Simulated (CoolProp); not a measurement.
Vapour-liquid equilibrium of n-octane (1) + n-dodecane (2) at 310.3 K; x and y are mole fractions of (1).

Computed with CoolProp (multi-fluid Helmholtz-energy mixture model, Beckmüller 2019 and Lemmon 2004; pair parameters Bell 2016).

**Question.** Give the bubble pressure and the first vapour's composition at x = 0.45, 0.85, 0.95. Is there an azeotrope?

**Answer.** x = 0.45: 1.591 kPa, y = 0.984; x = 0.85: 3.055 kPa, y = 0.998; x = 0.95: 3.417 kPa, y = 0.999. No azeotrope shows between x = 0.05 and 0.95.

The pair parameters rest on a limited set of measurements; away from them the model extrapolates.
